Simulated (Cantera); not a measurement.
A freely propagating, adiabatic, planar premixed flame of CH4 : H2 : O2 : N2 = 1 : 1 : 2.75 : 10.3 (molar parts), equivalence ratio 0.91, unburnt at 375 K and 0.464 atm; mixture-averaged transport, grid criteria slope 0.08 and curve 0.16, no radiation.

Detailed kinetics in Cantera: GRI-Mech 3.0 (53 species, 325 reactions). Burning velocities carry a grid error of a few per cent, more on coarse grids.

How do the results move with these cheaper or finer settings: unity-Lewis-number transport; multicomponent transport; multicomponent+Soret transport; grid criteria slope 0.5, curve 1; grid criteria slope 0.25, curve 0.5; grid criteria slope 0.03, curve 0.06?


```json
[
 {"setting": "as above", "laminar burning velocity": "99.5 cm/s", "thermal thickness": "0.644 mm", "peak x(CH2)": "2.86e-5", "peak x(C2H2)": "2.10e-5", "grid points": "153"},
 {"setting": "unity-Lewis-number transport", "laminar burning velocity": "76.9 cm/s", "thermal thickness": "0.686 mm", "peak x(CH2)": "2.31e-5", "peak x(C2H2)": "1.38e-5", "grid points": "145"},
 {"setting": "multicomponent transport", "laminar burning velocity": "99.3 cm/s", "thermal thickness": "0.648 mm", "peak x(CH2)": "2.87e-5", "peak x(C2H2)": "2.12e-5", "grid points": "153"},
 {"setting": "multicomponent+Soret transport", "laminar burning velocity": "96.8 cm/s", "thermal thickness": "0.647 mm", "peak x(CH2)": "2.76e-5", "peak x(C2H2)": "1.93e-5", "grid points": "153"},
 {"setting": "grid criteria slope 0.5, curve 1", "laminar burning velocity": "109 cm/s", "thermal thickness": "0.729 mm", "peak x(CH2)": "2.72e-5", "peak x(C2H2)": "1.96e-5", "grid points": "45"},
 {"setting": "grid criteria slope 0.25, curve 0.5", "laminar burning velocity": "102 cm/s", "thermal thickness": "0.670 mm", "peak x(CH2)": "2.83e-5", "peak x(C2H2)": "2.04e-5", "grid points": "68"},
 {"setting": "grid criteria slope 0.03, curve 0.06", "laminar burning velocity": "98.4 cm/s", "thermal thickness": "0.638 mm", "peak x(CH2)": "2.88e-5", "peak x(C2H2)": "2.11e-5", "grid points": "385"}
]
```
The base run took about 15 core-seconds (a rough figure).
Unity Lewis numbers drop preferential diffusion, which matters most where H2 and H carry the flame; Soret adds thermal diffusion.
